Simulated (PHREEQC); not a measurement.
PHREEQC input (ion-association model, phreeqc.dat):

```
SOLUTION 1
  temp 25
  units mol/kgw
  pH 7 charge
  Cl 0.036
  Ca 0.018
END
SELECTED_OUTPUT 1
  -reset false
  -pH true
  -pe true
  -ionic_strength true
  -water true
  -totals Ca Cl Ntg
  -molalities H+ Ca+2 Cl- OH- CaOH+
USER_PUNCH 1
  -headings p_Ntg(g) phi_Ntg(g) p_H2O(g) phi_H2O(g) density
  10 PUNCH PR_P("Ntg(g)"), PR_PHI("Ntg(g)"), PR_P("H2O(g)"), PR_PHI("H2O(g)"), RHO
PRINT
  -reset false
USE solution 1
REACTION_TEMPERATURE 1
  100
GAS_PHASE 1
  -fixed_pressure
  -pressure 2
  -temperature 100
  -volume 20
  Ntg(g) 2
  H2O(g) 0
END
# ... the last block is repeated for the other 12 points of P (atm)
```

Selected output (columns that matter, 13 of 13 rows; P (atm) added in front):

```
P (atm)	pH	mu	Ca	Cl	Ntg	m_H+	m_Ca+2	m_Cl-	m_OH-	p_Ntg(g)	phi_Ntg(g)	p_H2O(g)	phi_H2O(g)	density
2	6.1046	0.055307	0.018435	0.036871	0.0004528	9.4893e-07	0.018435	0.036871	9.4693e-07	0.99818	1.0038	1.0018	0.98643	0.96011
5	6.1042	0.054816	0.018272	0.036544	0.0018014	9.4935e-07	0.018272	0.036544	9.4736e-07	3.9902	1.0018	1.0098	0.98038	0.96024
10	6.1033	0.054732	0.018244	0.036487	0.0040329	9.5102e-07	0.018244	0.036487	9.4905e-07	8.9797	1.0013	1.0203	0.9733	0.96048
20	6.1017	0.054706	0.018235	0.03647	0.0084373	9.5459e-07	0.018235	0.03647	9.5262e-07	18.96	1.0017	1.04	0.9606	0.96096
30	6.1	0.054705	0.018235	0.03647	0.012766	9.5821e-07	0.018235	0.03647	9.5625e-07	28.94	1.0025	1.0596	0.94863	0.96144
40	6.0983	0.054711	0.018237	0.036473	0.017022	9.6187e-07	0.018237	0.036473	9.5991e-07	38.921	1.0035	1.079	0.93718	0.96191
50	6.0965	0.054719	0.018239	0.036479	0.021209	9.6556e-07	0.018239	0.036479	9.636e-07	48.902	1.0047	1.0984	0.9262	0.96239
75	6.0922	0.054741	0.018247	0.036493	0.03139	9.7489e-07	0.018247	0.036493	9.7296e-07	73.853	1.0084	1.1467	0.9007	0.96357
100	6.0879	0.054764	0.018254	0.036509	0.041194	9.8439e-07	0.018254	0.036509	9.8247e-07	98.806	1.0131	1.1945	0.87776	0.96473
150	6.0791	0.054806	0.018268	0.036537	0.059806	1.0039e-06	0.018268	0.036537	1.002e-06	148.71	1.0251	1.2882	0.83869	0.96703
200	6.0702	0.054842	0.01828	0.036561	0.077277	1.024e-06	0.01828	0.036561	1.0222e-06	198.62	1.0404	1.3788	0.80739	0.96929
300	6.0522	0.054896	0.018298	0.036597	0.10947	1.0663e-06	0.018298	0.036597	1.0645e-06	298.45	1.0792	1.5484	0.76295	0.9737
400	6.0338	0.05493	0.01831	0.036619	0.13876	1.1113e-06	0.01831	0.036619	1.1096e-06	398.3	1.1279	1.7019	0.73628	0.97798
```

Complexes and solids missing from the database can't appear. Constants without temperature data keep their 25 °C values here.
